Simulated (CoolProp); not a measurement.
Model: reference Helmholtz-energy equation of state, Akasaka 2023, in CoolProp.

### Question
For R1224YDZ, give the phase and the cv (kJ/(kg K)), speed of sound (m/s) at 473.1 K and 0.148 MPa; 473.1 K and 0.469 MPa; 473.1 K and 1.48 MPa.

### Answer
- 473.1 K and 0.148 MPa: gas; cv 0.959, speed of sound 166
- 473.1 K and 0.469 MPa: gas; cv 0.963, speed of sound 162
- 473.1 K and 1.48 MPa: gas; cv 0.976, speed of sound 151
